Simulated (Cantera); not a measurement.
Input: 1 mol Si3N4, 3.8 mol HCl, a varied amount of H2, at 0.930 bar.

Points: T (K) = 723, 823, 923, 1023, 1123, 1223, 1323, 1423, 1523, 1623, 1723, 1823, 1923; n(H2) (mol) = 5.4, 7, 8.9, 11, 15, 19, 24, 31, 40, 51.

Cantera's Mixture.equilibrate('TP', solver="vcs", rtol=1e-11, max_steps=5000) on the NASA tables stopped like this:

```
ERROR: FAILURE its = 5001!

*******************************************************************************
CanteraError thrown by MultiPhase::equilibrate:
VCS solver failed. Return code: -1
*******************************************************************************
```

**Question.** What got this run through?

**Answer.** Several could match; the one computed here: The failure is numerical, not chemical. The same input converged with solver="gibbs", rtol=1e-10, max_steps=50000, and the result passed a check of the equilibrium conditions:
```
    723        5.4  Si3N4(a)
    723          7  Si3N4(a)
    723        8.9  Si3N4(a)
    723         11  Si3N4(a)
    723         15  Si3N4(a)
    723         19  Si3N4(a)
    723         24  Si3N4(a)
    723         31  Si3N4(a)
    723         40  Si3N4(a)
    723         51  Si3N4(a)
    823        5.4  Si3N4(a)
    823          7  Si3N4(a)
    823        8.9  Si3N4(a)
    823         11  Si3N4(a)
    823         15  Si3N4(a)
    823         19  Si3N4(a)
    823         24  Si3N4(a)
    823         31  Si3N4(a)
    823         40  Si3N4(a)
    823         51  Si3N4(a)
    923        5.4  Si3N4(a)
    923          7  Si3N4(a)
    923        8.9  Si3N4(a)
    923         11  Si3N4(a)
    923         15  Si3N4(a)
    923         19  Si3N4(a)
    923         24  Si3N4(a)
    923         31  Si3N4(a)
    923         40  Si3N4(a)
    923         51  Si3N4(a)
   1023        5.4  Si3N4(a)
   1023          7  Si3N4(a)
   1023        8.9  Si3N4(a)
   1023         11  Si3N4(a)
   1023         15  Si3N4(a)
   1023         19  Si3N4(a)
   1023         24  Si3N4(a)
   1023         31  Si3N4(a)
   1023         40  Si3N4(a)
   1023         51  Si3N4(a)
   1123        5.4  Si3N4(a)
   1123          7  Si3N4(a)
   1123        8.9  Si3N4(a)
   1123         11  Si3N4(a)
   1123         15  Si3N4(a)
   1123         19  Si3N4(a)
   1123         24  Si3N4(a)
   1123         31  Si3N4(a)
   1123         40  Si3N4(a)
   1123         51  Si3N4(a)
   1223        5.4  Si3N4(a)
   1223          7  Si3N4(a)
   1223        8.9  Si3N4(a)
   1223         11  Si3N4(a)
   1223         15  Si3N4(a)
   1223         19  Si3N4(a)
   1223         24  Si3N4(a)
   1223         31  Si3N4(a)
   1223         40  Si3N4(a)
   1223         51  Si3N4(a)
   1323        5.4  Si3N4(a)
   1323          7  Si3N4(a)
   1323        8.9  Si3N4(a)
   1323         11  Si3N4(a)
   1323         15  Si3N4(a)
   1323         19  Si3N4(a)
   1323         24  Si3N4(a)
   1323         31  Si3N4(a)
   1323         40  Si3N4(a)
   1323         51  Si3N4(a)
   1423        5.4  Si3N4(a)
   1423          7  Si3N4(a)
   1423        8.9  Si3N4(a)
   1423         11  Si3N4(a)
   1423         15  Si3N4(a)
   1423         19  Si3N4(a)
   1423         24  Si3N4(a)
   1423         31  Si3N4(a)
   1423         40  Si3N4(a)
   1423         51  Si3N4(a)
   1523        5.4  Si3N4(a)
   1523          7  Si3N4(a)
   1523        8.9  Si3N4(a)
   1523         11  Si3N4(a)
   1523         15  Si3N4(a)
   1523         19  Si3N4(a)
   1523         24  Si3N4(a)
   1523         31  Si3N4(a)
   1523         40  Si3N4(a)
   1523         51  Si3N4(a)
   1623        5.4  Si3N4(a)
   1623          7  Si3N4(a)
   1623        8.9  Si3N4(a)
   1623         11  Si3N4(a)
   1623         15  Si3N4(a)
   1623         19  Si3N4(a)
   1623         24  Si3N4(a)
   1623         31  Si3N4(a)
   1623         40  Si3N4(a)
   1623         51  Si3N4(a)
   1723        5.4  Si3N4(a)
   1723          7  Si3N4(a)
   1723        8.9  Si3N4(a)
   1723         11  Si3N4(a)
   1723         15  Si3N4(a)
   1723         19  Si3N4(a)
   1723         24  Si3N4(a)
   1723         31  Si3N4(a)
   1723         40  Si3N4(a)
   1723         51  Si3N4(a)
   1823        5.4  Si3N4(a)
   1823          7  Si3N4(a)
   1823        8.9  Si3N4(a)
   1823         11  Si3N4(a)
   1823         15  Si3N4(a)
   1823         19  Si3N4(a)
   1823         24  Si3N4(a)
   1823         31  Si(L) + Si3N4(a)
   1823         40  Si(L) + Si3N4(a)
   1823         51  Si(L) + Si3N4(a)
   1923        5.4  Si3N4(a)
   1923          7  Si(L) + Si3N4(a)
   1923        8.9  Si(L) + Si3N4(a)
   1923         11  Si(L) + Si3N4(a)
   1923         15  Si(L) + Si3N4(a)
   1923         19  Si(L) + Si3N4(a)
   1923         24  Si(L) + Si3N4(a)
   1923         31  Si(L)
   1923         40  Si(L)
   1923         51  Si(L)
```

The gas is ideal and each condensed phase is pure. Mutual solubility and eutectic melting of coexisting phases are not modelled. The tables' values for SiCl3 are old estimates.
